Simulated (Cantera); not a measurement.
A closed system holds: 1 mol SiO₂, 6.5 mol HCl, 9.6 mol H₂, 1.9 mol SiCl₄, at 37000 Pa.

Method: chemical equilibrium by Gibbs-energy minimisation in Cantera with the NASA 1993 tables (ideal gas, pure condensed phases). Candidate condensed phases: H₂O, Si, SiO₂; 30 gas species. The tables' values for SiCl₃ are old estimates; treat these amounts as uncertain. The tables hold silica as quartz up to 1696 K and as liquid above; real silica turns to tridymite and cristobalite and melts near 1996 K. Rates play no part.

log p: log10 of the partial pressure in bar; n: condensed amount in mol.

| T (K) | log p H₂ | log p HCl | log p SiCl₄ | log p SiCl₃ | log p SiHCl₃ | log p SiCl₂ | n SiO₂(α-quartz) | n SiO₂(β-quartz) |
|---|---|---|---|---|---|---|---|---|
| 700 | -0.70 | -0.87 | -1.41 | -8.74 | -4.93 | <-12 | 1.00 | 0 |
| 750 | -0.70 | -0.87 | -1.41 | -7.86 | -4.58 | -12.04 | 1.00 | 0 |
| 800 | -0.70 | -0.87 | -1.41 | -7.09 | -4.28 | -10.73 | 1.000 | 0 |
| 850 | -0.71 | -0.87 | -1.41 | -6.42 | -4.02 | -9.57 | 0 | 1.000 |
| 900 | -0.71 | -0.87 | -1.41 | -5.82 | (withheld) | (withheld) | 0 | 1.000 |
| 950 | -0.71 | -0.87 | -1.41 | -5.28 | -3.58 | -7.63 | 0 | 1.000 |
| 1000 | -0.71 | -0.87 | -1.41 | -4.80 | -3.40 | -6.81 | 0 | 1.000 |
| 1050 | -0.71 | -0.87 | -1.42 | -4.37 | -3.23 | -6.07 | 0 | 1.000 |
| 1100 | -0.71 | -0.87 | -1.42 | -3.98 | -3.09 | -5.41 | 0 | 1.000 |
| 1150 | -0.71 | -0.87 | -1.42 | -3.63 | -2.95 | -4.80 | 0 | 1.000 |
| 1200 | -0.71 | -0.87 | -1.43 | -3.32 | (withheld) | (withheld) | 0 | 1.000 |
| 1250 | -0.71 | -0.86 | -1.44 | -3.03 | -2.74 | -3.76 | 0 | 1.000 |
| 1300 | -0.71 | -0.86 | -1.46 | -2.78 | -2.66 | -3.32 | 0 | 1.000 |
| 1350 | -0.72 | -0.85 | -1.49 | -2.56 | -2.60 | -2.93 | 0 | 1.000 |

Q: Complete the blanks.

A: 
- 1200, log p SiHCl₃: -2.84
- 1200, log p SiCl₂: -4.26
- 900, log p SiHCl₃: -3.79
- 900, log p SiCl₂: -8.55
